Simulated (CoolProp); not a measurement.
CF4 (R14) at 293.15 K and 3.4 MPa flows at 4.1 m/s in a round tube of 50 mm bore and 15 µm roughness, fully developed (64/Re and Nu = 3.66 if laminar; Colebrook and Gnielinski if turbulent). Each further row changes one setting.

Values from CoolProp's reference Helmholtz-energy equation of state, Platzer 1990. This equation is an older, rougher fit.

| case | Reynolds number | Darcy friction factor | pressure drop (Pa/m) | heat-transfer coefficient (W/(m² K)) | mass flow (kg/h) |
|---|---|---|---|---|---|
| as stated | 1490000 | 0.0154 | 368 | 933 | 4110 |
| velocity 8.2 m/s | 2980000 | 0.0152 | 1450 | 1840 | 8210 |
| diameter 100 mm | 2980000 | 0.0134 | 159 | 807 | 16400 |

Viscosity comes from a separate model (Huber 2003), an estimate that may be off by 10 % or more. Thermal conductivity comes from a separate model (Huber 2003), an estimate that may be off by 10 % or more.
